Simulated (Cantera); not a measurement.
An adiabatic, constant-volume homogeneous reactor starts with CO : H₂ : O₂ : N₂ : H₂O = 1 : 0.65 : 2.06 : 7.75 : 1.3 (molar parts), equivalence ratio 0.40, at 1798 K and 500000 Pa. Integrator tolerance rtol = 1e-08.

Model: GRI-Mech 3.0 (53 species, 325 reactions), integrated in Cantera. The hydrogen kinetics of GRI-Mech 3.0 are dated; newer H2 mechanisms differ, most at raised pressure.

**Question.** What does this change do: pressure from 500000 Pa to 100000 Pa?

**Answer.** 
```
quantity                                                              before                                    after
---------------------------------  -----------------------------------------  ---------------------------------------
time of steepest temperature rise                                    2.45 µs                                  14.7 µs
temperature at 0.100 s                                                2657 K                                   2583 K
equilibrium temperature                                               2657 K                                   2583 K
x(CO) at 0.100 s                     0.00757 (gas-phase equilibrium 0.00757)    0.0112 (gas-phase equilibrium 0.0112)
x(H₂) at 0.100 s                     0.00231 (gas-phase equilibrium 0.00231)  0.00363 (gas-phase equilibrium 0.00363)
x(O₂) at 0.100 s                       0.0932 (gas-phase equilibrium 0.0932)    0.0946 (gas-phase equilibrium 0.0946)
x(HO₂) at 0.100 s                    2.29e-5 (gas-phase equilibrium 2.29e-5)  1.27e-5 (gas-phase equilibrium 1.27e-5)
x(NO₂) at 0.100 s                    2.39e-5 (gas-phase equilibrium 2.39e-5)  1.02e-5 (gas-phase equilibrium 1.02e-5)
x(H) at 0.100 s                    0.000883 (gas-phase equilibrium 0.000883)  0.00186 (gas-phase equilibrium 0.00186)
x(H₂O) at 0.100 s                        0.152 (gas-phase equilibrium 0.152)      0.148 (gas-phase equilibrium 0.148)
```

**Question.** What does this change do: pressure from 500000 Pa to 101000 Pa?

**Answer.** 
| quantity | before | after |
|---|---|---|
| time of steepest temperature rise | 2.45 µs | 14.4 µs |
| temperature at 0.100 s | 2657 K | 2583 K |
| equilibrium temperature | 2657 K | 2583 K |
| x(CO) at 0.100 s | 0.00757 (gas-phase equilibrium 0.00757) | 0.0112 (gas-phase equilibrium 0.0112) |
| x(H₂) at 0.100 s | 0.00231 (gas-phase equilibrium 0.00231) | 0.00361 (gas-phase equilibrium 0.00361) |
| x(O₂) at 0.100 s | 0.0932 (gas-phase equilibrium 0.0932) | 0.0946 (gas-phase equilibrium 0.0946) |
| x(HO₂) at 0.100 s | 2.29e-5 (gas-phase equilibrium 2.29e-5) | 1.28e-5 (gas-phase equilibrium 1.28e-5) |
| x(NO₂) at 0.100 s | 2.39e-5 (gas-phase equilibrium 2.39e-5) | 1.03e-5 (gas-phase equilibrium 1.03e-5) |
| x(H) at 0.100 s | 0.000883 (gas-phase equilibrium 0.000883) | 0.00185 (gas-phase equilibrium 0.00185) |
| x(H₂O) at 0.100 s | 0.152 (gas-phase equilibrium 0.152) | 0.148 (gas-phase equilibrium 0.148) |
